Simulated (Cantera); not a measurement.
What does this Cantera script print?

```python
import numpy as np
import cantera as ct

gas_names = """
    H H2 N NH NH2 NH3 N2 N2H2 N2H4 Si SiH SiH2 SiH3 SiH4 SiN Si2 Si2N Si3
""".split()
cond_names = """
    Si(cr) Si(L) Si3N4(a)
""".split()


# ... load() reads the species with a 1 bar reference pressure and builds the phases ...
atoms = {
    'SiH4': {'Si': 1, 'H': 4},
    'NH3': {'N': 1, 'H': 3},
}
top_T = {'Si3N4(a)': 2400}  # K; cautious upper limits of use, not melting points


# ... equilibrate(T, P, feed) seeds the gas with the atoms and calls Mixture.equilibrate('TP', solver="vcs", rtol=1e-11, max_steps=5000) ...
results = []
feed = {'SiH4': 1, 'NH3': 0.44}  # mol
T = 1525  # K
P = 1000  # Pa
mix = equilibrate(T, P, feed)
results.append((T, P, feed, dict(zip(mix.species_names, mix.species_moles))))
print(gas.report(threshold=0.0001))
for i in range(1, mix.n_phases):
    print(f"{mix.phase(i).name:16s} {mix.phase_moles(i):12.5e} mol")
```

It prints:

```
       temperature   1525 K
          pressure   1000 Pa
           density   0.00017475 kg/m^3
  mean mol. weight   2.2158 kg/kmol
   phase of matter   gas

                          1 kg             1 kmol
                     ---------------   ---------------
          enthalpy        1.6793e+07         3.721e+07  J
   internal energy        1.1071e+07        2.4531e+07  J
           entropy             98651        2.1859e+05  J/K
    Gibbs function       -1.3365e+08       -2.9614e+08  J
 heat capacity c_p             14656             32474  J/K
 heat capacity c_v             10904             24160  J/K

                      mass frac. Y      mole frac. X     chem. pot. / RT
                     ---------------   ---------------   ---------------
                 H        0.00010719        0.00023563           -11.632
                H2           0.90262           0.99207           -23.264
                N2          0.097212         0.0076891           -35.536
     [  +15 minor]        6.0746e-05        4.5866e-06

Si(cr)            7.00909e-01 mol
Si3N4(a)          9.96930e-02 mol
```

Cantera equilibrium calculation (NASA polynomials, part measured and part estimated; ideal gas, pure solids and liquids). Mutual solubility and eutectic melting of coexisting phases are not modelled.
